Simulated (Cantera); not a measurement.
Cantera run:

```python
import numpy as np
import cantera as ct

gas_names = """
    H HNO HNO2 HNO3 HO2 H2 H2O H2O2 N NH NH2 NH3 NH2OH NO NO2 NO3 N2 N2H2 N2H4 N2O O OH O2 O3 Si SiH
    SiH2 SiH3 SiH4 SiN SiO SiO2 Si2 Si2N Si3
""".split()
cond_names = """
    H2O(s) H2O(L) Si(cr) Si(L) SiO2(Lqz) SiO2(hqz) SiO2(L) Si2N2O(s) Si3N4(a)
""".split()


# ... load() reads the species with a 1 bar reference pressure and builds the phases ...
atoms = {
    'Si': {'Si': 1},
    'H2O': {'H': 2, 'O': 1},
    'N2': {'N': 2},
}
top_T = {'Si2N2O(s)': 2100, 'Si3N4(a)': 2400}  # K; cautious upper limits of use, not melting points


# ... equilibrate(T, P, feed) seeds the gas with the atoms and calls Mixture.equilibrate('TP', solver="vcs", rtol=1e-11, max_steps=5000) ...
results = []
feed = {'Si': 1, 'H2O': 0.049, 'N2': 1.1}  # mol
P = 52000  # Pa
for T in [1698, 1773, 1848, 1923, 1998, 2073, 2148]:
    mix = equilibrate(T, P, feed)
    results.append((T, P, feed, dict(zip(mix.species_names, mix.species_moles))))

top = {s: max(r[3][s] / sum(r[3][g] for g in gas_names) for r in results) for s in gas_names}
cols = sorted((s for s in top if top[s] > 1e-05), key=lambda s: -top[s])[:5]
seen = [c for c in cond_names if any(r[3].get(c, 0) > 1e-12 for r in results)]
print("log10 of partial pressures in bar; condensed amounts in mol")
print(f"{'T/K':>10s}" + "".join(f"{s[:9]:>10s}" for s in cols + seen))
for T, P, feed, n in results:
    ng = sum(n[g] for g in gas_names)
    print(f"{T:10.4g}" + "".join(f"{np.log10(max(n[s] / ng * P / 1e5, 1e-99)):10.3f}" for s in cols)
          + "".join(f"{n.get(c, 0):10.4g}" for c in seen))
```

Result:

```
log10 of partial pressures in bar; condensed amounts in mol
       T/K        N2        H2       SiO         H        Si     Si(L) Si2N2O(s)  Si3N4(a)
      1698    -0.329    -1.292    -5.057    -4.486    -7.845         0   0.04899    0.3007
      1773    -0.329    -1.292    -4.312    -4.192    -6.952         0   0.04895    0.3007
      1848    -0.329    -1.292    -3.629    -3.922    -6.133         0   0.04877    0.3007
      1923    -0.330    -1.294    -3.001    -3.673    -5.378         0   0.04804     0.301
      1998    -0.332    -1.298    -2.422    -3.444    -4.680         0   0.04533    0.3019
      2073    -0.340    -1.310    -1.884    -3.235    -4.030         0   0.03601    0.3049
      2148    -0.322    -1.679    -1.673    -3.220    -3.658    0.9502         0         0
```

These are equilibrium values from Cantera (NASA tables, ideal gas, pure condensed phases), not measurements of a reactor. Mutual solubility and eutectic melting of coexisting phases are not modelled. The tables' values for SiN are old estimates; treat these amounts as uncertain. Gases not in the tables: Si2H6 and higher silanes.
